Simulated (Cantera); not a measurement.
A perfectly stirred reactor is fed with CH₄ : C₂H₆ : O₂ : N₂ : H₂O = 1 : 0.83 : 3.27 : 13.1 : 0.44 (molar parts), equivalence ratio 1.5, at 3750 Torr; it is adiabatic with a 475 K inlet, and is followed from long to short residence time, starting on the burning branch (τ in s: 0.072, 0.029, 0.011, 0.0045, 0.0018, 0.0007, 0.00028, 0.00011, 4.3e-05, 1.7e-05).

Model: GRI-Mech 3.0 (53 species, 325 reactions), integrated in Cantera.

x: mole fraction; the columns are a selection and need not sum to one.

```json
[
 {"τ (s)": "0.072", "T (K)": "1984", "x CH₄": "0.00144", "x C₂H₆": "1.14e-6", "x O₂": "0.000144", "x OH": "5.04e-5", "x CO": "0.0818", "x HCN": "2.75e-5", "x CH₂": "3.27e-7"},
 {"τ (s)": "0.029", "T (K)": "1987", "x CH₄": "0.00225", "x C₂H₆": "2.96e-6", "x O₂": "0.000324", "x OH": "5.90e-5", "x CO": "0.0792", "x HCN": "3.82e-5", "x CH₂": "6.85e-7"},
 {"τ (s)": "0.011", "T (K)": "1989", "x CH₄": "0.00318", "x C₂H₆": "7.67e-6", "x O₂": "0.000735", "x OH": "7.36e-5", "x CO": "0.0759", "x HCN": "4.45e-5", "x CH₂": "1.45e-6"},
 {"τ (s)": "0.0045", "T (K)": "1984", "x CH₄": "0.00400", "x C₂H₆": "1.78e-5", "x O₂": "0.00150", "x OH": "9.35e-5", "x CO": "0.0732", "x HCN": "4.59e-5", "x CH₂": "2.79e-6"},
 {"τ (s)": "0.0018", "T (K)": "1970", "x CH₄": "[?]", "x C₂H₆": "[?]", "x O₂": "[?]", "x OH": "[?]", "x CO": "0.0716", "x HCN": "4.27e-5", "x CH₂": "[?]"},
 {"τ (s)": "0.00070", "T (K)": "1937", "x CH₄": "0.00563", "x C₂H₆": "0.000107", "x O₂": "0.00607", "x OH": "0.000153", "x CO": "0.0715", "x HCN": "3.21e-5", "x CH₂": "8.80e-6"},
 {"τ (s)": "0.00028", "T (K)": "1847", "x CH₄": "0.00776", "x C₂H₆": "0.000362", "x O₂": "0.0143", "x OH": "0.000153", "x CO": "0.0736", "x HCN": "1.15e-5", "x CH₂": "1.07e-5"},
 {"τ (s)": "0.00011", "T (K)": "475", "x CH₄": "0.0536", "x C₂H₆": "0.0445", "x O₂": "0.175", "x OH": "<1e-12", "x CO": "<1e-12", "x HCN": "<1e-12", "x CH₂": "<1e-12"},
 {"τ (s)": "4.3e-5", "T (K)": "475", "x CH₄": "0.0536", "x C₂H₆": "0.0445", "x O₂": "0.175", "x OH": "<1e-12", "x CO": "<1e-12", "x HCN": "<1e-12", "x CH₂": "<1e-12"},
 {"τ (s)": "1.7e-5", "T (K)": "475", "x CH₄": "0.0536", "x C₂H₆": "0.0445", "x O₂": "0.175", "x OH": "<1e-12", "x CO": "<1e-12", "x HCN": "<1e-12", "x CH₂": "<1e-12"}
]
```

### Question
Fill in the missing entries.

### Answer

- 0.0018, x CH₄: 0.00475
- 0.0018, x C₂H₆: 4.19e-5
- 0.0018, x O₂: 0.00298
- 0.0018, x OH: 0.000121
- 0.0018, x CH₂: 5.17e-6
